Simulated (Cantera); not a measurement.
A closed system holds: 1 mol MgF2, 400 mol N2, equilibrated at 1998.15 K and 740 Pa.

Cantera equilibrium calculation (NASA polynomials, part measured and part estimated; ideal gas, pure solids and liquids). Candidate condensed phases: Mg, MgF2; 13 gas species. Kinetics and transport are ignored.

Base state: N2 0.997, MgF2 0.00245, F 5.01e-5, MgF 3.77e-5 (mole fractions); condensed: gas only.

### Question
What changes in the equilibrium state with this change: temperature from 1998.15 K to 1325 K?

### Answer
```csv
species,before,after
N2,0.997,1.000
MgF2,0.00245,0.000144
F,5.01e-5,1.67e-9
MgF,3.77e-5,1.66e-9
"MgF2(s), mol",0,0.943
```

### Question
What changes in the equilibrium state with this change: temperature from 1998.15 K to 625 K?

### Answer
```json
[
 {"species": "N2", "before": "0.997", "after": "1.00"},
 {"species": "MgF2", "before": "0.00245", "after": "<1e-9"},
 {"species": "F", "before": "5.01e-5", "after": "<1e-9"},
 {"species": "MgF", "before": "3.77e-5", "after": "<1e-9"},
 {"species": "MgF2(s), mol", "before": "0", "after": "1.00"}
]
```
